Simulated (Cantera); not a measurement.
Feed: 1 mol Al, 2.8 mol O2, 8.9 mol H2, equilibrated at 1275 K and 0.100 bar.

Equilibrium computed with Cantera from the NASA thermochemical tables; the gas is ideal and each condensed phase is pure. Candidate condensed phases: Al, Al2O3, H2O; 19 gas species. Kinetics and transport are ignored.

Base state: H2 0.539, H2O 0.461 (mole fractions); condensed: Al2O3(s).

Task: What changes in the equilibrium state with this change: O2 from 2.8 to 4.6 mol?

Result: 
```tsv
species	before	after
H2O	0.461	0.865
H2	0.539	0.135
Al2O3(s), mol	0.500	0.500
```

Task: What changes in the equilibrium state with this change: Al replaced by AlCl3?

Result: 
```
species        before  after
-------------  ------  -----
H2O             0.461  0.394
H2              0.539  0.317
HCl                 0  0.288
Al2O3(s), mol   0.500  0.500
```
Further candidate phases: AlCl3.
